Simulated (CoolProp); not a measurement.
The fluid at 293.15 K and 5.17 MPa flows at 15 m/s in a round tube of 6 mm bore and 45 µm roughness, fully developed (64/Re and Nu = 3.66 if laminar; Colebrook and Gnielinski if turbulent). The same conditions are run with several fluids, on thermodynamics alone (safety and materials aside).

The numbers come from the reference Helmholtz-energy equation of state of each fluid (nitrogen: Span 2000; CF4 (R14): Platzer 1990; C2F6 (R116): Lemmon 2006; oxygen: Schmidt 1985; normal hydrogen: Leachman 2009) in CoolProp. The equations of Platzer and Polt are older, rougher fits.

| fluid | Reynolds number | Darcy friction factor | pressure drop (Pa/m) | heat-transfer coefficient (W/(m² K)) | mass flow (kg/h) |
|---|---|---|---|---|---|
| nitrogen | 291000 | 0.0347 | [?] | 5130 | 91.3 |
| CF4 (R14) | 970000 | 0.0345 | 151000 | 13400 | [?] |
| C2F6 (R116) | 1050000 | 0.0345 | [?] | [?] | [?] |
| oxygen | 294000 | 0.0347 | [?] | 5330 | [?] |
| normal hydrogen | 42200 | 0.0361 | [?] | 4920 | 6.33 |

### Question
Some entries are withheld; supply them.

### Answer

- nitrogen, pressure drop (Pa/m): 38900
- CF4 (R14), mass flow (kg/h): 356
- C2F6 (R116), pressure drop (Pa/m): 685000
- C2F6 (R116), heat-transfer coefficient (W/(m² K)): 50500
- C2F6 (R116), mass flow (kg/h): 1620
- oxygen, pressure drop (Pa/m): 45700
- oxygen, mass flow (kg/h): 107
- normal hydrogen, pressure drop (Pa/m): 2810

Transport values come from each fluid's own correlations; those of CF4 (R14), C2F6 (R116) are estimates that may be off by 10 % or more.
